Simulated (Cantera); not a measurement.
Charge: 1 mol Pb, 0.027 mol O2, 2.3 mol H2, equilibrated at 1100 K and 4.70 bar.

These are equilibrium values from Cantera (NASA tables, ideal gas, pure condensed phases), not measurements of a reactor. Candidate condensed phases: H2O, Pb, PbO, PbO2, Pb3O4; 12 gas species. Rates play no part.

Base state: H2 0.976, H2O 0.0235, Pb 2.58e-5 (mole fractions); condensed: Pb(l).

Task: What changes in the equilibrium state with this change: pressure from 4.70 bar to 0.000580 bar?

Result: 
```
species      before   after
----------  -------  ------
H2            0.976   0.773
Pb          2.58e-5   0.209
H2O          0.0235  0.0186
Pb(l), mol    1.000   0.393
```
